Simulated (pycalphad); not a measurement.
Effect of B content in Hf-B

Source of the numbers: pycalphad with the COST 507 light-alloy database (1999); pressure 1 atm. These are 1990s assessments: newer ones move some temperatures and phases. Phase fractions are per mole of atoms. Diffusion is slow at the low end, where real alloys seldom reach equilibrium.

Question: One of these alloys has its liquidus at 2360 K, its solidus at 2154 K, and holds hcp 0.85, BM 0.15 at 1150 K. Which?
A) Hf-7.6B (at.%)
B) Hf-1.9B (at.%)
C) Hf-1.42B (at.%)
D) Hf-2.85B (at.%)

Answer: A, Hf-7.6B (at.%). The others: Hf-1.42B (at.%), liquidus 2480, solidus 2154; Hf-1.9B (at.%), liquidus 2472, solidus 2154; Hf-2.85B (at.%), liquidus 2454, solidus 2154

Database names, with the compositions (at.%) that they take in these runs: BM: Hf 50 B 50.
